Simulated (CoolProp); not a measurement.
Octamethylcyclotetrasiloxane (D4) along the isobar 3290 kPa: fugacity coefficient from the reference equation and from simpler models built on Tc = 586.5 K, pc = 1347 kPa, ω = 0.598; each cubic takes its own stable root.

Values from CoolProp's reference Helmholtz-energy equation of state, Thol 2015.

```json
[
 {"T (K)": "375.9", "phase": "liquid", "reference": "0.004205"},
 {"T (K)": "392.7", "phase": "liquid", "reference": "0.007848"},
 {"T (K)": "409.4", "phase": "liquid", "reference": "0.01360"},
 {"T (K)": "426.2", "phase": "liquid", "reference": "0.02223"},
 {"T (K)": "442.9", "phase": "liquid", "reference": "0.03435"},
 {"T (K)": "459.7", "phase": "liquid", "reference": "0.05078"},
 {"T (K)": "476.4", "phase": "liquid", "reference": "0.07189"},
 {"T (K)": "493.2", "phase": "liquid", "reference": "0.09833"},
 {"T (K)": "509.9", "phase": "liquid", "reference": "0.1300"},
 {"T (K)": "526.7", "phase": "liquid", "reference": "0.1671"},
 {"T (K)": "543.4", "phase": "liquid", "reference": "0.2091"},
 {"T (K)": "560.2", "phase": "liquid", "reference": "0.2558"},
 {"T (K)": "576.9", "phase": "liquid", "reference": "0.3057"}
]
```

Task: How far does each simpler model (van der Waals, Redlich-Kwong, Soave-Redlich-Kwong, Peng-Robinson) lie from the reference over these 13 states: mean and median of the absolute difference, and the worst?

Result: 
- van der Waals: mean 435.0 %, median 196.1 %, worst +1870.7 % at 375.9 K and 3290 kPa
- Redlich-Kwong: mean 137.5 %, median 85.6 %, worst +460.5 % at 375.9 K and 3290 kPa
- Soave-Redlich-Kwong: mean 5.1 %, median 4.9 %, worst +6.8 % at 576.9 K and 3290 kPa
- Peng-Robinson: mean 1.0 %, median 0.3 %, worst +5.3 % at 375.9 K and 3290 kPa
